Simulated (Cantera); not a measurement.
Mixture: 13.3 % CH4, 0.840 % CO, 18.0 % O2, 67.8 % N2, at 4.93 atm, adiabatic and at constant pressure. Ignition delay is the time to a rise of 400 K.

Cantera simulation using GRI-Mech 3.0 (53 species, 325 reactions); the numbers are that mechanism's predictions, not measurements.

Problem. Predict: delay at 1225 K; delay at 1325 K; delay at 1425 K; delay at 1525 K; delay at 1625 K; apparent activation energy between 1525 and 1625 K.

Solution. 
- delay at 1225 K: 9.91 ms
- delay at 1325 K: 2.87 ms
- delay at 1425 K: 0.922 ms
- delay at 1525 K: 0.323 ms
- delay at 1625 K: 0.125 ms
- apparent activation energy between 1525 and 1625 K: 200 kJ/mol
